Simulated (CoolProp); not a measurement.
1-butene along the isobar 48.6 bar: fugacity coefficient from the reference equation and from simpler models built on Tc = 419.3 K, pc = 40.06 bar, ω = 0.192; each cubic takes its own stable root.

Model: reference Helmholtz-energy equation of state, Lemmon 2005, in CoolProp. It is a short technical equation, of lower accuracy than the large ones.

```tsv
T (K)	phase	reference	van der Waals	Soave-Redlich-Kwong
172.5	liquid	5.821e-5	0.008110	5.949e-5
202	liquid	0.0007921	0.02483	0.0007936
231.5	liquid	0.005007	0.05669	0.005022
261	liquid	0.01935	0.1066	0.01959
290.5	liquid	0.05362	0.1748	0.05488
320.1	liquid	0.1177	0.2599	0.1215
349.6	liquid	0.2164	0.3576	0.2249
379.1	liquid	0.3487	0.4633	0.3624
408.6	liquid	0.5042	0.5704	0.5203
438.1	supercritical	0.6470	0.6669	0.6578
467.6	supercritical	0.7223	0.7275	0.7329
```
